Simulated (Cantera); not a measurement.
Mixture: 19.7 % CO, 25.6 % H2, 1.04 % CH4, 11.3 % O2, 42.4 % N2, at 0.572 atm, adiabatic and at constant volume. Ignition delay is the time to a rise of 400 K.

Model: GRI-Mech 3.0 (53 species, 325 reactions), integrated in Cantera. Below about 1000 K GRI-Mech 3.0 lacks low-temperature oxidation paths. Below about 950 K walls govern HO2 and H2O2 in real vessels. Where the delays flatten at high temperature, the 400 K rule measures the pace of heat release, not the induction time.

**Question.** Predict: delay at 925 K; delay at 1075 K; delay at 1225 K; delay at 1375 K; delay at 1525 K.

**Answer.** 
```
Quantity           Result
---------------  --------
delay at 925 K    2.61 ms
delay at 1075 K  0.249 ms
delay at 1225 K   94.6 µs
delay at 1375 K   49.0 µs
delay at 1525 K   30.9 µs
```
